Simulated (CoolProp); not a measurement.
Vapour-liquid equilibrium of propylene (1) + R152A (2) at 1.49 MPa; x and y are mole fractions of (1).

The numbers come from the multi-fluid Helmholtz-energy mixture model, Lemmon 2013 and Outcalt 1996; pair parameters Bell 2016 in CoolProp.

| x | bubble temperature, mixture model (K) | bubble temperature, Raoult's law (K) | y, mixture model | y, Raoult's law |
|---|---|---|---|---|
| 0.05 | 329.4 | 331.4 | 0.103 | 0.082 |
| 0.125 | 324.8 | 329.3 | 0.235 | 0.196 |
| 0.2 | 321.0 | 327.2 | 0.342 | 0.301 |
| 0.275 | 317.9 | 325.3 | 0.429 | 0.396 |
| 0.35 | 315.4 | 323.3 | 0.502 | 0.484 |
| 0.425 | 313.4 | 321.4 | 0.563 | 0.565 |
| 0.5 | 311.8 | 319.6 | 0.617 | 0.639 |
| 0.575 | 310.5 | 317.9 | 0.667 | 0.707 |
| 0.65 | 309.5 | 316.1 | 0.715 | 0.769 |
| 0.725 | 308.7 | 314.5 | 0.764 | 0.826 |
| 0.8 | 308.2 | 312.8 | 0.816 | 0.879 |
| 0.875 | 308.1 | 311.3 | 0.875 | 0.927 |
| 0.95 | 308.3 | 309.7 | 0.945 | 0.972 |

The largest gap from Raoult's law is -8.0 K in bubble temperature, at x = 0.425. y crosses x between x = 0.8 and 0.875: the model has an azeotrope there.

Pair parameters are fitted to limited data, so mixtures are less certain than the pure fluids.
